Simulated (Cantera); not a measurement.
Adiabatic ignition

An adiabatic, constant-volume homogeneous reactor starts with CH4 : C2H6 : O2 : N2 = 1 : 0.044 : 1.96 : 9.01 (molar parts), equivalence ratio 1.1, at 1225 K and 7500 Torr.

Model: GRI-Mech 3.0 (53 species, 325 reactions), integrated in Cantera.

| t (s) | T (K) | P (bar) | x CH4 | x C2H6 | x O2 | x H | x CH2 |
|---|---|---|---|---|---|---|---|
| 3.00e-6 | 1225 | 10.00 | 0.0832 | 0.00366 | 0.163 | 2.60e-11 | <1e-12 |
| 7.54e-6 | 1225 | 10.00 | 0.0832 | 0.00366 | 0.163 | 5.49e-11 | <1e-12 |
| 1.89e-5 | 1225 | 10.00 | 0.0832 | 0.00366 | 0.163 | 1.42e-10 | <1e-12 |
| 4.75e-5 | 1225 | 10.00 | 0.0832 | 0.00366 | 0.163 | 4.86e-10 | <1e-12 |
| 0.000119 | 1225 | 10.0 | 0.0832 | 0.00366 | 0.163 | 2.60e-9 | <1e-12 |
| 0.000300 | 1225 | 10.0 | 0.0832 | 0.00364 | 0.163 | 1.44e-8 | 4.30e-12 |
| 0.000754 | 1229 | 10.0 | 0.0826 | 0.00358 | 0.163 | 4.58e-8 | 1.97e-11 |
| 0.00189 | 2918 | 24.6 | <1e-12 | <1e-12 | 0.00480 | 0.00301 | <1e-12 |
| 0.00475 | 2917 | 24.6 | <1e-12 | <1e-12 | 0.00475 | 0.00301 | <1e-12 |
| 0.0119 | 2917 | 24.6 | <1e-12 | <1e-12 | 0.00475 | 0.00301 | <1e-12 |
| 0.0300 | 2917 | 24.6 | <1e-12 | <1e-12 | 0.00475 | 0.00301 | <1e-12 |
| 0.0754 | 2917 | 24.6 | <1e-12 | <1e-12 | 0.00475 | 0.00301 | <1e-12 |
| 0.189 | 2917 | 24.6 | <1e-12 | <1e-12 | 0.00475 | 0.00301 | <1e-12 |
| 0.475 | 2917 | 24.6 | <1e-12 | <1e-12 | 0.00475 | 0.00301 | <1e-12 |
| 1.19 | 2917 | 24.6 | <1e-12 | <1e-12 | 0.00475 | 0.00301 | <1e-12 |
| 3.00 | 2917 | 24.6 | <1e-12 | <1e-12 | 0.00475 | 0.00301 | <1e-12 |
x: mole fraction; the columns are a selection and need not sum to one.

```yaml
time_of_steepest_temperature_rise: 1.66 ms
temperature at 3.00 s: 2917 K
equilibrium_temperature: 2917 K
x(CH4) at 3.00 s: <1e-12 (gas-phase equilibrium <1e-12)
x(C2H6) at 3.00 s: <1e-12 (gas-phase equilibrium <1e-12)
x(O2) at 3.00 s: 0.00475 (gas-phase equilibrium 0.00475)
```
